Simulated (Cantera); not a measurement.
Feed: 1 mol KOH, 0.42 mol H2O, a varied amount of H2, 1 mol CO2, held at 1600 °C and 1 atm.

These are equilibrium values from Cantera (NASA tables, ideal gas, pure condensed phases), not measurements of a reactor. Candidate condensed phases: C, C6H6, C7H8, C8H18, H2O, K, KOH, KO2, K2CO3, K2O, K2O2; 116 gas species. The numbers say what is thermodynamically allowed, not how fast it happens.

Problem. At 1.8 mol H2, list the 4 most abundant gas species with their mole fractions, and the condensed phases.

Solution. H2O 0.350, H2 0.199, CO 0.158, KOH 0.128. Condensed: gas only.
